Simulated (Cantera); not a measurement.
An isothermal, constant-pressure homogeneous reactor starts with 27.7 % N₂O, 0.211 % H₂, 72.1 % N₂, at 1175 K and 101000 Pa.

Computed with Cantera and GRI-Mech 3.0 (53 species, 325 reactions). GRI-Mech 3.0 was tuned for natural gas; its chemistry of N2O as a main component is partial and can be far from experiment. The mechanism lacks the step 2 NO + O2 → 2 NO2, which can matter for NO2 below about 1400 K. The temperature is held fixed by assumption; the heat of reaction is taken as removed at once.

Predict: x(N₂O) at 20.0 s; x(O₂) at 20.0 s; x(HO₂) at 20.0 s; x(NO₂) at 20.0 s; x(O) at 20.0 s.


- x(N₂O) at 20.0 s = 0.00239 (gas-phase equilibrium 9.79e-9)
- x(O₂) at 20.0 s = 0.112 (gas-phase equilibrium 0.121)
- x(HO₂) at 20.0 s = 1.91e-9 (gas-phase equilibrium 9.11e-10)
- x(NO₂) at 20.0 s = 0.000194 (gas-phase equilibrium 1.88e-6)
- x(O) at 20.0 s = 2.99e-8 (gas-phase equilibrium 5.08e-9)
